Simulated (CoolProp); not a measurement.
The fluid at 323.28 K and 0.148 MPa is throttled through a valve to 0.0246 MPa with no heat exchange. The same conditions are run with several fluids, on thermodynamics alone (safety and materials aside).

Computed with CoolProp (reference Helmholtz-energy equation of state of each fluid (R1233zd(E): Akasaka 2022; R142b: Lemmon 2006; dry air: Lemmon 2000; propyne: Polt 1992; oxygen: Schmidt 1985)). The equations of Platzer and Polt are older, rougher fits. Blends and air are pseudo-pure fits.

Q: Rank R1233zd(E), R142b, dry air, propyne, oxygen by temperature change (K), highest first.

A: dry air (-0.2), oxygen (-0.3), propyne (-2.2), R142b (-2.5), R1233zd(E) (-3.0)

| fluid | final density (kg/m³) |
|---|---|
| R1233zd(E) | 1.21 |
| R142b | 0.931 |
| dry air | 0.265 |
| propyne | 0.370 |
| oxygen | 0.293 |

Above 300 K oxygen's equation is extrapolated.
